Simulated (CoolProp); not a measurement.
Cyclopropane at several states: Z from the reference equation and from simpler models built on Tc = 125.5 °C, pc = 5.605 MPa, ω = 0.131; each cubic takes its own stable root.

Model: reference Helmholtz-energy equation of state, Polt 1992, in CoolProp. This equation is an older, rougher fit; its heat capacities, sound speeds and derivatives of the liquid may be far off and weren't checked against measurements.

| T (°C) | p (MPa) | phase | reference | van der Waals | Redlich-Kwong | Soave-Redlich-Kwong | Peng-Robinson |
|---|---|---|---|---|---|---|---|
| 114.75 | 2.65 | gas | 0.7930 | 0.8238 | 0.7981 | 0.7964 | 0.7790 |
| 180.25 | 0.284 | gas | 0.9880 | 0.9890 | 0.9881 | 0.9885 | 0.9868 |
| 93.15 | 3.75 | liquid | 0.1059 | 0.6468 | 0.1271 | 0.1236 | 0.1095 |
| 186.25 | 2.63 | gas | 0.8895 | 0.8936 | 0.8891 | 0.8945 | 0.8799 |
| 47.45 | 0.0264 | gas | 0.9967 | 0.9977 | 0.9970 | 0.9969 | 0.9967 |
| 79.95 | 0.109 | gas | 0.9901 | 0.9922 | 0.9906 | 0.9904 | 0.9895 |

At some of these states van der Waals gives the other phase, because its saturation line lies elsewhere.
